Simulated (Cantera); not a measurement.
An isothermal, constant-pressure homogeneous reactor starts with H₂ : O₂ : N₂ = 0.12 : 1 : 0.59 (molar parts), equivalence ratio 0.060, at 1450 K and 13.5 Torr. Integrator tolerance rtol = 1e-08.

Cantera simulation using GRI-Mech 3.0 (53 species, 325 reactions); the numbers are that mechanism's predictions, not measurements. Radical loss at walls, strong at low pressure, is not modelled. The temperature is held fixed by assumption; the heat of reaction is taken as removed at once.

### Question
What does this change do: H2 0.12 to 0.036 parts?

### Answer
| quantity | before | after |
|---|---|---|
| x(H₂) at 2.00 s | 3.44e-6 (gas-phase equilibrium 6.85e-7) | 3.55e-6 (gas-phase equilibrium 2.03e-7) |
| x(O₂) at 2.00 s | 0.570 (gas-phase equilibrium 0.569) | 0.610 (gas-phase equilibrium 0.610) |
| x(NO₂) at 2.00 s | 1.12e-9 (gas-phase equilibrium 1.46e-6) | 1.91e-10 (gas-phase equilibrium 1.59e-6) |
| x(NO) at 2.00 s | 2.47e-6 (gas-phase equilibrium 0.00106) | 7.48e-7 (gas-phase equilibrium 0.00111) |
| x(OH) at 2.00 s | 0.000334 (gas-phase equilibrium 0.000149) | 0.000352 (gas-phase equilibrium 8.43e-5) |
| x(H₂O₂) at 2.00 s | 2.87e-9 (gas-phase equilibrium 1.13e-9) | 2.57e-9 (gas-phase equilibrium 3.61e-10) |
| x(N₂O) at 2.00 s | 1.67e-8 (gas-phase equilibrium 5.96e-9) | 1.88e-8 (gas-phase equilibrium 6.33e-9) |

### Question
What does this change do: temperature 1450 to 975 K?

### Answer
```csv
quantity,before,after
x(H₂) at 2.00 s,3.44e-6 (gas-phase equilibrium 6.85e-7),8.92e-8 (gas-phase equilibrium 2.94e-11)
x(O₂) at 2.00 s,0.570 (gas-phase equilibrium 0.569),0.570 (gas-phase equilibrium 0.570)
x(NO₂) at 2.00 s,1.12e-9 (gas-phase equilibrium 1.46e-6),1.59e-9 (gas-phase equilibrium 3.73e-7)
x(NO) at 2.00 s,2.47e-6 (gas-phase equilibrium 0.00106),1.79e-7 (gas-phase equilibrium 2.63e-5)
x(OH) at 2.00 s,0.000334 (gas-phase equilibrium 0.000149),9.94e-6 (gas-phase equilibrium 2.09e-7)
x(H₂O₂) at 2.00 s,2.87e-9 (gas-phase equilibrium 1.13e-9),1.03e-8 (gas-phase equilibrium 1.49e-11)
x(N₂O) at 2.00 s,1.67e-8 (gas-phase equilibrium 5.96e-9),3.05e-9 (gas-phase equilibrium 2.01e-10)
```
